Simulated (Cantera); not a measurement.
Input (Python, Cantera):

```python
import numpy as np
import cantera as ct

gas = ct.Solution("gri30.yaml")
gas.TPX = 1748, 78000, {'H2': 1, 'O2': 0.25, 'N2': 2.45, 'H2O': 0.1}
reactor = ct.IdealGasReactor(gas, energy="on", clone=False)
net = ct.ReactorNet([reactor])
net.rtol, net.atol = 1e-08, 1e-16
show = ['H2', 'O2', 'H2O', 'OH', 'HO2', 'N2O', 'NO']
times = np.geomspace(1e-06, 0.9, 13)

steps = ct.SolutionArray(gas, extra=["t"])
rows = []
print(f"{'t/s':>10s}{'T/K':>9s}{'P/Pa':>11s}" + "".join(f"{s:>11s}" for s in show))
for t in times:
    while net.time < t:
        t_next = net.step()
        steps.append(gas.state, t=t_next)
    rows.append([np.interp(t, steps.t, y) for y in (steps.T, steps.P, *steps(*show).X.T)])
    print(f"{t:10.3e}{rows[-1][0]:9.1f}{rows[-1][1]:11.4g}" + "".join(f"{x:11.3e}" for x in rows[-1][2:]))
rate = np.gradient(steps.T, steps.t)
print("integrator steps:", len(steps.t))
if steps.T.max() > steps.T[0] + 200:
    print(f"time of steepest temperature rise: {steps.t[rate.argmax()]:.4e} s")
gas.TPX = 1748, 78000, {'H2': 1, 'O2': 0.25, 'N2': 2.45, 'H2O': 0.1}
gas.equilibrate("UV")
print(f"equilibrium (UV): T = {gas.T:.1f} K  " + "  ".join(f"{s} {gas[s].X[0]:.3e}" for s in show))
```

Output:

```
       t/s      T/K       P/Pa         H2         O2        H2O         OH        HO2        N2O         NO
 1.000e-06   1748.0    7.8e+04  2.632e-01  6.579e-02  2.632e-02  1.246e-07  1.087e-06  1.915e-12  6.368e-15
 3.135e-06   1748.0    7.8e+04  2.631e-01  6.578e-02  2.633e-02  1.197e-06  3.232e-06  1.522e-11  1.834e-13
 9.826e-06   1749.7  7.807e+04  2.600e-01  6.456e-02  2.841e-02  1.854e-04  1.171e-05  4.168e-10  1.231e-10
 3.080e-05   1976.2  8.735e+04  1.079e-01  3.271e-03  1.366e-01  1.025e-02  1.242e-06  1.267e-08  7.626e-06
 9.655e-05   2289.4  9.917e+04  1.201e-01  1.675e-03  1.455e-01  1.052e-02  6.848e-07  1.405e-08  3.666e-05
 3.026e-04   2573.8  1.094e+05  1.301e-01  5.161e-04  1.560e-01  7.515e-03  3.189e-07  2.717e-08  1.225e-04
 9.487e-04   2673.2  1.129e+05  1.339e-01  2.303e-04  1.602e-01  5.442e-03  1.729e-07  4.076e-08  3.263e-04
 2.974e-03   2673.9  1.129e+05  1.344e-01  2.173e-04  1.600e-01  5.300e-03  1.640e-07  4.595e-08  6.996e-04
 9.322e-03   2672.6  1.128e+05  1.346e-01  2.142e-04  1.598e-01  5.262e-03  1.617e-07  4.995e-08  9.044e-04
 2.922e-02   2672.6  1.128e+05  1.346e-01  2.141e-04  1.598e-01  5.261e-03  1.617e-07  5.007e-08  9.094e-04
 9.159e-02   2672.6  1.128e+05  1.346e-01  2.141e-04  1.598e-01  5.261e-03  1.617e-07  5.007e-08  9.094e-04
 2.871e-01   2672.6  1.128e+05  1.346e-01  2.141e-04  1.598e-01  5.261e-03  1.617e-07  5.007e-08  9.094e-04
 9.000e-01   2672.6  1.128e+05  1.346e-01  2.141e-04  1.598e-01  5.261e-03  1.617e-07  5.007e-08  9.094e-04
integrator steps: 1200
time of steepest temperature rise: 1.5490e-05 s
equilibrium (UV): T = 2672.6 K  H2 1.346e-01  O2 2.141e-04  H2O 1.598e-01  OH 5.261e-03  HO2 1.617e-07  N2O 5.007e-08  NO 9.094e-04
```

Cantera simulation using GRI-Mech 3.0 (53 species, 325 reactions); the numbers are that mechanism's predictions, not measurements.
